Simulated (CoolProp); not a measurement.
Saturation properties of water (Tc = 373.9 °C, pc = 220.6 bar, ω = 0.344).

The numbers come from the reference Helmholtz-energy equation of state, Wagner 2002 in CoolProp.

```tsv
T (°C)	p (bar)	enthalpy of vaporisation (kJ/kg)	vapour viscosity (µPa s)	liquid conductivity (mW/(m K))
25.45	0.03256	2441	9.72	607
31.15	0.04536	2427	9.90	616
36.85	0.06231	2414	10.1	624
42.65	0.08494	2400	10.3	632
48.35	0.1138	2386	10.5	639
54.05	0.1506	2372	10.7	645
59.75	0.1972	2358	10.8	651
65.45	0.2555	2344	11.0	656
71.15	0.3279	2330	11.2	661
76.85	0.4168	2316	11.4	665
```

It boils at 100.0 °C under 1 atm.

Viscosity comes from a separate model (Huber 2009). Thermal conductivity comes from a separate model (Huber 2012).
